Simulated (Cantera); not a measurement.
Charge: 1 mol Si3H8, 0.13 mol HCl, 5.4 mol H2, equilibrated at 1400 °C and 22.0 mbar.

Equilibrium computed with Cantera from the NASA thermochemical tables; the gas is ideal and each condensed phase is pure. Candidate condensed phases: Si; 19 gas species. The feed counts by its element totals alone. Gases not in the tables: Si2H6 and higher silanes. Equilibrium is a limit: real reactors are often held back by kinetics, nucleation or transport.

Base state: H2 0.986, HCl 0.0125, H 0.000762, SiCl2 0.000569, Si 1.90e-5, SiH2 1.09e-5 (mole fractions); condensed: Si(s).

Question: What changes in the equilibrium state with this change: pressure from 22.0 mbar to 1.90 mbar?

Answer: 
```json
[
 {"species": "H2", "before": "0.986", "after": "0.984"},
 {"species": "HCl", "before": "0.0125", "after": "0.0124"},
 {"species": "H", "before": "0.000762", "after": "0.00259"},
 {"species": "Si", "before": "1.90e-5", "after": "0.000220"},
 {"species": "SiCl2", "before": "0.000569", "after": "0.000566"},
 {"species": "SiH", "before": "4.73e-6", "after": "1.61e-5"},
 {"species": "SiCl", "before": "6.89e-6", "after": "2.34e-5"},
 {"species": "Si(s), mol", "before": "2.99", "after": "2.99"}
]
```
The tables' values for SiCl are old estimates; treat these amounts as uncertain.
